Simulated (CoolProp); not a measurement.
Vapour-liquid equilibrium of ethane (1) + propane (2) at 206.4 K; x and y are mole fractions of (1).

The numbers come from the multi-fluid Helmholtz-energy mixture model, Bücker 2006 and Lemmon 2009; pair parameters Kunz 2012 in CoolProp.

```
x      bubble pressure, mixture model (MPa)  bubble pressure, Raoult's law (MPa)  y, mixture model  y, Raoult's law
-----  ------------------------------------  -----------------------------------  ----------------  ---------------
0.05                                0.04154                              0.04237             0.321            0.339
0.125                               0.05939                              0.06172             0.558            0.582
0.2                                 0.07718                              0.08106             0.686            0.709
0.275                               0.09509                               0.1004             0.767            0.787
0.35                                 0.1133                               0.1198             0.823            0.840
0.425                                0.1319                               0.1391             0.864            0.878
0.5                                  0.1509                               0.1585             0.896            0.907
0.575                                0.1704                               0.1778             0.921            0.930
0.65                                 0.1904                               0.1972             0.942            0.948
0.725                                0.2108                               0.2165             0.959            0.963
0.8                                  0.2315                               0.2359             0.973            0.975
0.875                                0.2524                               0.2552             0.984            0.986
0.95                                 0.2735                               0.2745             0.994            0.995
```

The largest gap from Raoult's law is -5.4 % in bubble pressure, at x = 0.35. No azeotrope shows between x = 0.05 and 0.95.

The pair parameters rest on a limited set of measurements; away from them the model extrapolates.
